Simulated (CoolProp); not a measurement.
Properties of R1336mzz(E) along the isotherm 410 K (Tc = 403.5 K, pc = 2779 kPa, ω = 0.413).

The numbers come from the reference Helmholtz-energy equation of state, Akasaka 2023 in CoolProp.

```
p (kPa)          phase       Z  cp (kJ/(kg K))  Joule-Thomson coefficient (K/MPa)  isothermal compressibility (1/MPa)
-------  -------------  ------  --------------  ---------------------------------  ----------------------------------
18                 gas  0.9978          0.9092                              10.23                               55.68
32.1               gas  0.9961          0.9099                              10.25                               31.28
57                 gas  0.9930          0.9112                              10.28                               17.67
101                gas  0.9876          0.9135                              10.34                               10.03
180                gas  0.9777          0.9179                              10.45                               5.684
321                gas  0.9598          0.9263                              10.66                               3.249
570                gas  0.9273          0.9431                              11.05                                 [?]
1010               gas  0.8663          0.9818                              11.87                               1.157
1800               gas  0.7406           1.110                              13.95                                 [?]
3210     supercritical  0.2649           6.379                              12.39                               1.724
5700     supercritical     [?]           1.477                              1.421                             0.04328
```

**Question.** Some entries are withheld; supply them.

**Answer.** 
- 570, isothermal compressibility (1/MPa): 1.898
- 1800, isothermal compressibility (1/MPa): 0.7960
- 5700, Z: 0.3029

The peak of cp marks the crossing from liquid-like to gas-like fluid above the critical point.
